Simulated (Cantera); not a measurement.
**Ignition delay**

Mixture: 18.2 % H₂, 17.2 % O₂, 64.6 % N₂, equivalence ratio 0.53, at 398 Torr, adiabatic and at constant pressure. Ignition delay is the time to a rise of 400 K.

Computed with Cantera and GRI-Mech 3.0 (53 species, 325 reactions). Where the delays flatten at high temperature, the 400 K rule measures the pace of heat release, not the induction time.

```
T0 (K)  delay (ms)
------  ----------
1173         0.114
1273        0.0810
1373        0.0676
1473        0.0639
1573        0.0659
1673        0.0718
1773        0.0809
1873        0.0927
1973         0.107
```
